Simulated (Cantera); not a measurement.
A Cantera script and what it prints.

```python
import numpy as np
import cantera as ct

gas_names = """
    F FO FO2 F2 F2O O O2 O3 Si SiF SiF2 SiF3 SiF4 SiO SiO2 Si2 Si3
""".split()
cond_names = """
    Si(cr) Si(L) SiO2(Lqz) SiO2(hqz) SiO2(L)
""".split()


# ... load() reads the species with a 1 bar reference pressure and builds the phases ...
atoms = {
    'SiF4': {'Si': 1, 'F': 4},
    'O3': {'O': 3},
}
top_T = {}  # K; cautious upper limits of use, not melting points


# ... equilibrate(T, P, feed) seeds the gas with the atoms and calls Mixture.equilibrate('TP', solver="vcs", rtol=1e-11, max_steps=5000) ...
results = []
feed = {'SiF4': 1, 'O3': 0.5}  # mol
T = 1275  # K
P = 130  # Pa
mix = equilibrate(T, P, feed)
results.append((T, P, feed, dict(zip(mix.species_names, mix.species_moles))))
x = sorted(zip(gas.X, gas.species_names), reverse=True)
print(f"T = {T:g} K  P = {P:g} Pa  gas = {mix.phase_moles(0):.4g} mol")
print("   x: " + "  ".join(f"{s} {v:.3e}" for v, s in x if v > 1e-05))
print("   condensed (mol): " + ("  ".join(f"{mix.phase(i).name} {mix.phase_moles(i):.4g}"
      for i in range(1, mix.n_phases) if mix.phase_moles(i) > 1e-12) or "none"))
```

It prints:

```
T = 1275 K  P = 130 Pa  gas = 1.75 mol
   x: SiF4 5.714e-01  O2 4.286e-01
   condensed (mol): SiO2(hqz) 1.351e-07
```

These are equilibrium values from Cantera (NASA tables, ideal gas, pure condensed phases), not measurements of a reactor.
